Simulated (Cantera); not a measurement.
## Equilibrium for tantalum, niobium, vanadium and zirconium in process gases: Ta + CH4 + H2 + O2

Input: 1 mol Ta, 0.78 mol CH4, 1.7 mol H2, 8.7 mol O2, equilibrated at 233 Torr.

Cantera equilibrium calculation (NASA polynomials, part measured and part estimated; ideal gas, pure solids and liquids). Candidate condensed phases: C, C6H6, C7H8, C8H18, H2O, Ta, TaC, Ta2O5; 113 gas species. The numbers say what is thermodynamically allowed, not how fast it happens.

From 1798 K to 2023 K the condensed part is Ta2O5(s). From 2098 K to 2548 K the condensed part is Ta2O5(l).

| T (K) | x O2 | x H2O | x CO2 | x OH | x O | x CO | x H2 | n Ta2O5(s) | n Ta2O5(l) |
|---|---|---|---|---|---|---|---|---|---|
| 1798 | 0.554 | 0.358 | 0.0858 | 0.00220 | 0.000160 | 4.17e-5 | 4.56e-5 | 0.500 | 0 |
| 1873 | 0.554 | 0.357 | 0.0857 | 0.00340 | 0.000316 | 8.80e-5 | 8.92e-5 | 0.500 | 0 |
| 1948 | 0.553 | 0.356 | 0.0856 | 0.00507 | 0.000593 | 0.000175 | 0.000166 | 0.500 | 0 |
| 2023 | 0.552 | 0.354 | 0.0853 | 0.00734 | 0.00106 | 0.000330 | 0.000293 | 0.500 | 0 |
| 2098 | 0.550 | 0.352 | 0.0850 | 0.0103 | 0.00183 | 0.000594 | 0.000498 | 0 | 0.500 |
| 2173 | 0.548 | 0.349 | 0.0844 | 0.0142 | 0.00302 | 0.00102 | 0.000814 | 0 | 0.500 |
| 2248 | 0.544 | 0.345 | 0.0834 | 0.0190 | 0.00483 | 0.00169 | 0.00128 | 0 | 0.500 |
| 2323 | 0.540 | 0.340 | 0.0821 | 0.0249 | 0.00749 | 0.00269 | 0.00196 | 0 | 0.500 |
| 2398 | 0.535 | 0.333 | 0.0802 | 0.0320 | 0.0113 | 0.00413 | 0.00290 | 0 | 0.500 |
| 2473 | 0.528 | 0.324 | 0.0776 | 0.0404 | 0.0165 | 0.00612 | 0.00417 | 0 | 0.500 |
| 2548 | 0.520 | 0.314 | 0.0742 | 0.0499 | 0.0237 | 0.00874 | 0.00584 | 0 | 0.500 |
x: gas mole fraction; n: condensed amount in mol.
